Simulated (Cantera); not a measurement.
What does this Cantera script print?

```python
import numpy as np
import cantera as ct

gas_names = """
    H H2 N NH NH2 NH3 N2 N2H2 N2H4 Pb Pb2
""".split()
cond_names = """
    Pb(cr) Pb(L)
""".split()


def load(file, names, dense=False):
    # The tables refer to 1 bar. Condensed volumes are neglected.
    table = {s.name: s for s in ct.Species.list_from_file(file)}
    out = []
    for n in names:
        d = dict(table[n].input_data)
        d["thermo"] = dict(d["thermo"], **{"reference-pressure": 1e5})
        if dense:
            d["equation-of-state"] = {"model": "constant-volume", "density": "1e6 g/cm^3"}
        out.append(ct.Species.from_dict(d))
    return out


gas = ct.Solution(thermo="ideal-gas", species=load("nasa_gas.yaml", gas_names))
cond = {s.name: ct.Solution(thermo="fixed-stoichiometry", species=[s], name=s.name)
        for s in load("nasa_condensed.yaml", cond_names, dense=True)}
atoms = {
    'Pb': {'Pb': 1},
    'H2': {'H': 2},
    'N2': {'N': 2},
}
top_T = {}  # K; cautious upper limits of use, not melting points


def equilibrate(T, P, feed):
    n = {}
    for name, mol in feed.items():
        for a, k in atoms[name].items():
            n[a] = n.get(a, 0.0) + k * mol
    gas.TPX = T, P, n
    mass = sum(n.values()) * gas.mean_molecular_weight
    gas.equilibrate("TP")
    valid = [c for c in cond.values() if c.min_temp <= T <= top_T.get(c.name, c.max_temp)]
    mix = ct.Mixture([(gas, mass / gas.mean_molecular_weight)] + [(c, 0.0) for c in valid])
    mix.T, mix.P = T, P
    mix.equilibrate("TP", solver="vcs", rtol=1e-11, max_steps=5000)
    return mix


results = []
feed = {'Pb': 1, 'H2': 0.39, 'N2': 11}  # mol
T = 1273.15  # K
P = 1000  # Pa
mix = equilibrate(T, P, feed)
results.append((T, P, feed, dict(zip(mix.species_names, mix.species_moles))))
x = sorted(zip(gas.X, gas.species_names), reverse=True)
print(f"T = {T:g} K  P = {P:g} Pa  gas = {mix.phase_moles(0):.4g} mol")
print("   x: " + "  ".join(f"{s} {v:.3e}" for v, s in x if v > 0.0001))
print("   condensed (mol): " + ("  ".join(f"{mix.phase(i).name} {mix.phase_moles(i):.4g}"
      for i in range(1, mix.n_phases) if mix.phase_moles(i) > 1e-12) or "none"))
```

It prints:

```
T = 1273.15 K  P = 1000 Pa  gas = 12.39 mol
   x: N2 8.878e-01  Pb 8.071e-02  H2 3.148e-02
   condensed (mol): none
```

Equilibrium computed with Cantera from the NASA thermochemical tables; the gas is ideal and each condensed phase is pure.
